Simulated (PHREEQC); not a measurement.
Reverse-osmosis reject (model solution)

Model water analysis in mg/L, 20 °C, pH 6.3, pe 12.6:

```json
[
 {"constituent": "Na", "mg/L": "2420"},
 {"constituent": "K", "mg/L": "157"},
 {"constituent": "Ca", "mg/L": "638"},
 {"constituent": "Mg", "mg/L": "255"},
 {"constituent": "Cl", "mg/L": "4690"},
 {"constituent": "S(6) as SO4", "mg/L": "1430"},
 {"constituent": "Alkalinity as HCO3", "mg/L": "50.6"},
 {"constituent": "Si as SiO2", "mg/L": "90.1"},
 {"constituent": "Cu(2)", "mg/L": "1.19"},
 {"constituent": "B", "mg/L": "2.28"},
 {"constituent": "N(5) as NO3", "mg/L": "1.3"}
]
```

Valence states are taken as typed.

Equilibrium calculation in PHREEQC: ion-association model, wateq4f.dat.

The ionic strength comes out as 0.186 mol/kgw and the charge-balance error is -0.3 %.

```
species  molality  activity   log γ
-------  --------  --------  ------
Cl-         0.134    0.0961  -0.143
Na+         0.105    0.0785  -0.125
Ca+2       0.0137   0.00452  -0.481
SO4-2     0.00942   0.00285  -0.519
Mg+2      0.00882   0.00310  -0.454
K+        0.00398   0.00286  -0.143
```

Precipitation was switched off in this run. Saturation is exceeded, for instance for Quartz (slow to form), Chalcedony (slow to form); the values hold only as long as no solid forms.
